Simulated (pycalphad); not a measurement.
Computed with pycalphad from the COST 507 light-alloy database (1999), at 1 atm. The database dates from 1999; later assessments differ in places, in temperatures and in the compounds included. Phase fractions are per mole of atoms.

Problem. Give the equilibrium state of Hf-93C (at.%) at 1077 °C.

Solution. GRAPHITE, fraction 0.861, with 100 C at.%; FCC_A1, fraction 0.139, with 49.7 C at.%.

FCC_A1 is fcc. The fcc model also describes the rock-salt carbide or nitride (TiC, TiN, HfC).
